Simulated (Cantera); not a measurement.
Charge: 1 mol SiO2, 300 mol H2, held at 465 Torr.

Method: chemical equilibrium by Gibbs-energy minimisation in Cantera with the NASA 1993 tables (ideal gas, pure condensed phases). Candidate condensed phases: H2O, Si, SiO2; 18 gas species. The tables hold silica as quartz up to 1696 K and as liquid above; real silica turns to tridymite and cristobalite and melts near 1996 K. The numbers say what is thermodynamically allowed, not how fast it happens.

Problem. Which condensed phases are stable at each of these points (T (°C)): 1227, 1277, 1327, 1377, 1427, 1477, 1527, 1577, 1627, 1677, 1727, 1777?

Solution. 
| T (°C) | condensed phases | Si condensed (%) |
|---|---|---|
| 1227 | SiO2(β-quartz) | 98.4 |
| 1277 | SiO2(β-quartz) | 96.8 |
| 1327 | SiO2(β-quartz) | 93.9 |
| 1377 | SiO2(β-quartz) | 88.7 |
| 1427 | SiO2(condensed) | 80.0 |
| 1477 | SiO2(condensed) | 65.9 |
| 1527 | SiO2(condensed) | 43.6 |
| 1577 | SiO2(condensed) | 9.4 |
| 1627 | gas only | 0.0 |
| 1677 | gas only | 0.0 |
| 1727 | gas only | 0.0 |
| 1777 | gas only | 0.0 |

From 1227 °C to 1377 °C the condensed part is SiO2(β-quartz). From 1427 °C to 1577 °C the condensed part is SiO2(condensed). From 1627 °C to 1777 °C nothing is condensed.
